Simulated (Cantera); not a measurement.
Input: 1 mol Si, a varied amount of HF, held at 200 °C and 2.20 Pa.

Equilibrium computed with Cantera from the NASA thermochemical tables; the gas is ideal and each condensed phase is pure. Candidate condensed phases: Si; 25 gas species. Kinetics and transport are ignored.

Which condensed phases are stable at each of these points (n(HF) (mol)): 1.6, 2.1, 2.7, 3.5, 4.4, 5.7, 7.3, 9.4, 12?


| n(HF) (mol) | condensed phases | Si condensed (%) |
|---|---|---|
| 1.6 | Si(s) | 60.0 |
| 2.1 | Si(s) | 47.5 |
| 2.7 | Si(s) | 32.5 |
| 3.5 | Si(s) | 12.4 |
| 4.4 | gas only | 0.0 |
| 5.7 | gas only | 0.0 |
| 7.3 | gas only | 0.0 |
| 9.4 | gas only | 0.0 |
| 12 | gas only | 0.0 |

From 1.6 mol HF to 3.5 mol HF the condensed part is Si(s). From 4.4 mol HF to 12 mol HF nothing is condensed.
